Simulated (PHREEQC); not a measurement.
Silver or lead bath (model solution)

Consider water at 50 °C with 0.00015 mol/kgw PbCl2 and 0.0017 mol/kgw NaCl. Closed to the air; pH follows from the charge balance.

All values are PHREEQC results (ion-association model, wateq4f.dat), not measurements.

Precipitation was switched off in this run.

Predict the pH.

pH 5.83.

In which forms is Pb present?

Pb+2 89 %, PbCl+ 10 %, PbOH+ 1.0 % of the Pb.

Examples of supersaturated solids here: Pb(OH)2. Others may be too. At this temperature some constants are extrapolated from 25 °C, and those without enthalpy data are left unchanged.
